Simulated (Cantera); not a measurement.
A perfectly stirred reactor is fed with 4.62 % CH₄, 20.1 % O₂, 75.3 % N₂, equivalence ratio 0.46, at 67000 Pa; it is adiabatic with a 725 K inlet, and is followed from long to short residence time, starting on the burning branch (τ in s: 0.025, 0.01, 0.0044, 0.0018, 0.00076, 0.00032, 0.00013, 5.6e-05, 2.4e-05).

Computed with Cantera and GRI-Mech 3.0 (53 species, 325 reactions).

Problem. Predict: blow-out, bracketed by the residence times tried; x(CH₄) at τ = 25.0 ms; x(O₂) at τ = 25.0 ms; x(NO₂) at τ = 25.0 ms; x(CH₂) at τ = 25.0 ms; x(CH₄) at τ = 0.760 ms; x(O₂) at τ = 0.760 ms; x(NO₂) at τ = 0.760 ms; x(CH₂) at τ = 0.760 ms.

Solution. 
| Quantity | Value |
|---|---|
| blow-out, bracketed by the residence times tried | burning at 0.320 ms, out at 0.130 ms |
| x(CH₄) at τ = 25.0 ms | 2.69e-5 |
| x(O₂) at τ = 25.0 ms | 0.108 |
| x(NO₂) at τ = 25.0 ms | 1.19e-8 |
| x(CH₂) at τ = 25.0 ms | 9.75e-8 |
| x(CH₄) at τ = 0.760 ms | 0.000311 |
| x(O₂) at τ = 0.760 ms | 0.111 |
| x(NO₂) at τ = 0.760 ms | 2.45e-9 |
| x(CH₂) at τ = 0.760 ms | 1.11e-6 |
